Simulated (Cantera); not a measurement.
What does this Cantera script print?

```python
import numpy as np
import cantera as ct

gas_names = """
    CL CL2 H HCL H2 Si SiCL SiCL2 SiCL3 SiCL4 SiH SiHCL3 SiH2 SiH2CL2 SiH3 SiH3CL SiH4 Si2 Si3
""".split()
cond_names = """
    Si(cr) Si(L)
""".split()


# ... load() reads the species with a 1 bar reference pressure and builds the phases ...
atoms = {
    'SiH2Cl2': {'Si': 1, 'H': 2, 'CL': 2},
    'H2': {'H': 2},
}
top_T = {}  # K; cautious upper limits of use, not melting points


# ... equilibrate(T, P, feed) seeds the gas with the atoms and calls Mixture.equilibrate('TP', solver="vcs", rtol=1e-11, max_steps=5000) ...
results = []
P = 110  # Pa
for T in [1400, 1500, 1600, 1700, 1800, 1900, 2000, 2100, 2200]:
    for m in [27, 44, 71, 110, 190, 300, 490, 780, 1300]:
        feed = {'SiH2Cl2': 1, 'H2': m}  # mol
        mix = equilibrate(T, P, feed)
        results.append((T, P, feed, dict(zip(mix.species_names, mix.species_moles))))

for T, P, feed, n in results:
    print(f"{T:7g} {feed['H2']:10.4g}  " + (" + ".join(c for c in cond_names if n.get(c, 0) > 1e-12) or "gas only"))
```

Result:

```
   1400         27  Si(cr)
   1400         44  Si(cr)
   1400         71  Si(cr)
   1400        110  Si(cr)
   1400        190  Si(cr)
   1400        300  Si(cr)
   1400        490  Si(cr)
   1400        780  Si(cr)
   1400       1300  Si(cr)
   1500         27  Si(cr)
   1500         44  Si(cr)
   1500         71  Si(cr)
   1500        110  Si(cr)
   1500        190  Si(cr)
   1500        300  Si(cr)
   1500        490  Si(cr)
   1500        780  Si(cr)
   1500       1300  Si(cr)
   1600         27  Si(cr)
   1600         44  Si(cr)
   1600         71  Si(cr)
   1600        110  Si(cr)
   1600        190  Si(cr)
   1600        300  Si(cr)
   1600        490  Si(cr)
   1600        780  Si(cr)
   1600       1300  Si(cr)
   1700         27  Si(L)
   1700         44  Si(L)
   1700         71  Si(L)
   1700        110  Si(L)
   1700        190  Si(L)
   1700        300  Si(L)
   1700        490  Si(L)
   1700        780  Si(L)
   1700       1300  Si(L)
   1800         27  Si(L)
   1800         44  Si(L)
   1800         71  Si(L)
   1800        110  Si(L)
   1800        190  Si(L)
   1800        300  Si(L)
   1800        490  gas only
   1800        780  gas only
   1800       1300  gas only
   1900         27  Si(L)
   1900         44  Si(L)
   1900         71  gas only
   1900        110  gas only
   1900        190  gas only
   1900        300  gas only
   1900        490  gas only
   1900        780  gas only
   1900       1300  gas only
   2000         27  gas only
   2000         44  gas only
   2000         71  gas only
   2000        110  gas only
   2000        190  gas only
   2000        300  gas only
   2000        490  gas only
   2000        780  gas only
   2000       1300  gas only
   2100         27  gas only
   2100         44  gas only
   2100         71  gas only
   2100        110  gas only
   2100        190  gas only
   2100        300  gas only
   2100        490  gas only
   2100        780  gas only
   2100       1300  gas only
   2200         27  gas only
   2200         44  gas only
   2200         71  gas only
   2200        110  gas only
   2200        190  gas only
   2200        300  gas only
   2200        490  gas only
   2200        780  gas only
   2200       1300  gas only
```

Method: chemical equilibrium by Gibbs-energy minimisation in Cantera with the NASA 1993 tables (ideal gas, pure condensed phases). The tables' values for SiCl3 are old estimates.
